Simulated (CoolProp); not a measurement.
A simple Rankine cycle with tetrahydrofuran: condensing at 327.15 K, boiler at 2.47 MPa, turbine inlet 490.9 K, turbine efficiency 0.75, pump efficiency 0.6, no recuperator. Each further row changes one setting.

Model: reference Helmholtz-energy equation of state, Fiedler 2023, in CoolProp.

```tsv
case	thermal efficiency (%)	net work (kJ/kg)	heat in (kJ/kg)	turbine exit temperature (K)	volume ratio over the turbine
as stated	18.4	___	618	387.2	39.6
turbine inlet 510.9 K	18.5	122	662	411.0	37.9
condensing temperature 319.15 K	19.3	122	___	380.7	52.3
boiler pressure 1.73 MPa	17.2	110	639	___	___
turbine efficiency 0.65	15.8	97.8	618	398.0	40.8
```

Task: Some entries are withheld; supply them.

Result: 
- as stated, net work (kJ/kg): 114
- condensing temperature 319.15 K, heat in (kJ/kg): 632
- boiler pressure 1.73 MPa, turbine exit temperature (K): 404.3
- boiler pressure 1.73 MPa, volume ratio over the turbine: 25.3
